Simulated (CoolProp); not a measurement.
R245ca along the isobar 15.4 bar: Z from the reference equation and from simpler models built on Tc = 174.4 °C, pc = 39.41 bar, ω = 0.355; each cubic takes its own stable root.

The numbers come from the reference Helmholtz-energy equation of state, Zhou 2016 in CoolProp.

| T (°C) | phase | reference |
|---|---|---|
| -38.05 | liquid | 0.06862 |
| -32.55 | liquid | 0.06760 |
| -26.95 | liquid | 0.06662 |
| -21.35 | liquid | 0.06570 |
| -15.85 | liquid | 0.06484 |
| -10.25 | liquid | 0.06402 |
| -4.75 | liquid | 0.06325 |
| 0.85 | liquid | 0.06252 |
| 6.45 | liquid | 0.06184 |
| 11.95 | liquid | 0.06121 |

### Question
How far does each simpler model (van der Waals, Redlich-Kwong, Soave-Redlich-Kwong, Peng-Robinson) lie from the reference over these 10 states: mean and median of the absolute difference, and the worst?

### Answer
- van der Waals: mean 66.1 %, median 66.0 %, worst +66.7 % at -38.05 °C and 15.4 bar
- Redlich-Kwong: mean 13.0 %, median 12.9 %, worst +13.3 % at 11.95 °C and 15.4 bar
- Soave-Redlich-Kwong: mean 8.5 %, median 8.5 %, worst +9.1 % at -38.05 °C and 15.4 bar
- Peng-Robinson: mean 3.7 %, median 3.7 %, worst -4.2 % at 11.95 °C and 15.4 bar
